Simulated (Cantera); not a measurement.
A perfectly stirred reactor is fed with 3.90 % CH4, 3.35 % H2, 15.5 % O2, 58.5 % N2, 18.7 % H2O, equivalence ratio 0.61, at 14.0 bar; it is adiabatic with a 725 K inlet, and is followed from long to short residence time, starting on the burning branch (τ in s: 0.1, 0.045, 0.02, 0.0086, 0.0038, 0.0017, 0.00073, 0.00032, 0.00014, 6.2e-05, 2.7e-05, 1.2e-05, 5.2e-06).

Model: GRI-Mech 3.0 (53 species, 325 reactions), integrated in Cantera. The pressure lies above the range GRI-Mech 3.0 was tuned for (to about 10 atm).

**Question.** Predict: blow-out, bracketed by the residence times tried; x(CH4) at τ = 0.100 s; x(H2) at τ = 0.100 s; x(O2) at τ = 0.100 s; x(CH4) at τ = 0.730 ms; x(H2) at τ = 0.730 ms; x(O2) at τ = 0.730 ms; x(HCO) at τ = 0.730 ms; x(C2H2) at τ = 0.730 ms.

**Answer.** 
```
Quantity                                                                         Value
------------------------------------------------  ------------------------------------
blow-out, bracketed by the residence times tried  burning at 0.320 ms, out at 0.140 ms
x(CH4) at τ = 0.100 s                                                          2.42e-6
x(H2) at τ = 0.100 s                                                           2.13e-5
x(O2) at τ = 0.100 s                                                            0.0614
x(CH4) at τ = 0.730 ms                                                        0.000162
x(H2) at τ = 0.730 ms                                                         0.000475
x(O2) at τ = 0.730 ms                                                           0.0627
x(HCO) at τ = 0.730 ms                                                         1.04e-7
x(C2H2) at τ = 0.730 ms                                                        1.16e-6
```
